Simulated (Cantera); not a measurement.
Charge: 1 mol CCl₄, 0.97 mol CH₄, held at 2975 K and 13.0 mbar.

Cantera equilibrium calculation (NASA polynomials, part measured and part estimated; ideal gas, pure solids and liquids). The tables' values for CCl are old estimates; treat these amounts as uncertain. Kinetics and transport are ignored.

```tsv
species	before	after
Cl	0.464	0.861
H	0.315	0.0636
HCl	0.130	0.0488
H₂	0.0604	0.00246
C₃	0.0183	0.0183
C₄H₂	8.42e-5	3.43e-6
C₂H₂ (acetylene)	0.00349	0.000142
C₂H₂ (vinylidene)	1.04e-5	4.23e-7
C₂H	0.00302	0.000609
CH	4.02e-5	8.12e-6
Cl₂	3.33e-5	0.000115
C(graphite), mol	1.45	0.843
```
Gas species are given as mole fractions.

Problem. Name the change that produced these shifts.
A. CH₄ from 0.97 to 0.014 mol
B. temperature from 2975 K to 2250 K
C. CH₄ from 0.97 to 0.13 mol
D. CH₄ from 0.97 to 0.007 mol

Solution. C, CH₄ from 0.97 to 0.13 mol
